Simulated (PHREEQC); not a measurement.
Dissolve 0.0062 mol NH4BF4, 5.5e-05 mol NaBr and 0.00014 mol Ca(OH)2 per kg of water at 20 °C. Closed to the air; pH follows from the charge balance.

Computed with PHREEQC (ion-association model, wateq4f.dat).

No solid was allowed to form.

Problem. Predict the pH, ionic strength.

Solution. pH 3.02; ionic strength 0.00770 mol/kgw.

Problem. In which forms is B present?

Solution. BF4- 71 %, H3BO3 17 %, BF3OH- 8.4 %, BF2(OH)2- 3.4 % of the B.

Saturation is exceeded, for instance for Fluorite; the values hold only as long as no solid forms. Complexes and solids missing from the database can't appear. Real BF4- forms and hydrolyses slowly; the run takes it at equilibrium.
